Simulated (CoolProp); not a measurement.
Hexamethyldisiloxane (MM) at 326.38 K and 0.0124 MPa is throttled through a valve to 0.000415 MPa with no heat exchange. Each further row changes one setting.

Values from CoolProp's reference Helmholtz-energy equation of state, Thol 2016.

```tsv
case	final density (kg/m³)
as stated	?
outlet pressure 0.000124 MPa	?
outlet pressure 0.00054 MPa	?
```

**Question.** Some entries are withheld; supply them.

**Answer.** 
- as stated, final density (kg/m³): 0.0249
- outlet pressure 0.000124 MPa, final density (kg/m³): 0.00743
- outlet pressure 0.00054 MPa, final density (kg/m³): 0.0324
